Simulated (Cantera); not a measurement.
Charge: 1 mol Si, a varied amount of Cl₂, 7 mol N₂, at 1273.15 K and 1.33 mbar.

Equilibrium computed with Cantera from the NASA thermochemical tables; the gas is ideal and each condensed phase is pure. Candidate condensed phases: Si, Si₃N₄; 13 gas species. N₂ is the only nitrogen source here; it is nearly inert below about 1500 K, so the nitride shown seldom forms there in practice. The tables' values for SiCl₃ are old estimates; treat these amounts as uncertain. Rates play no part.

x: gas mole fraction; n: condensed amount in mol.

| n(Cl₂) (mol) | x N₂ | x Cl₂ | x Cl | x SiCl₄ | x SiCl₂ | x SiCl₃ | n Si₃N₄(s) |
|---|---|---|---|---|---|---|---|
| 1.1 | 0.914 | 7.55e-9 | 2.31e-5 | 0.0568 | 0.0170 | 0.0121 | 0.122 |
| 1.8 | 0.875 | 1.21e-8 | 2.93e-5 | 0.0922 | 0.0172 | 0.0156 | 0 |
| 2.5 | 0.804 | 0.0332 | 0.0485 | 0.115 | 7.82e-9 | 1.17e-5 | 0 |
| 3.1 | [?] | [?] | [?] | [?] | [?] | 6.99e-6 | 0 |
| 3.8 | 0.680 | 0.127 | 0.0950 | 0.0972 | 1.72e-9 | 5.05e-6 | 0 |
| 4.5 | 0.630 | 0.170 | 0.110 | 0.0900 | 1.19e-9 | 4.05e-6 | 0 |
| 5.1 | 0.593 | 0.203 | 0.120 | 0.0847 | 9.44e-10 | 3.49e-6 | 0 |
| 5.8 | 0.555 | [?] | 0.129 | 0.0793 | [?] | 3.03e-6 | 0 |
| 6.5 | 0.522 | 0.267 | 0.137 | 0.0745 | 6.31e-10 | 2.68e-6 | 0 |

Task: Some entries are withheld; supply them.

Result: 
- 5.8, x Cl₂: 0.237
- 5.8, x SiCl₂: 7.57e-10
- 3.1, x N₂: 0.740
- 3.1, x Cl₂: 0.0790
- 3.1, x Cl: 0.0748
- 3.1, x SiCl₄: 0.106
- 3.1, x SiCl₂: 3.03e-9
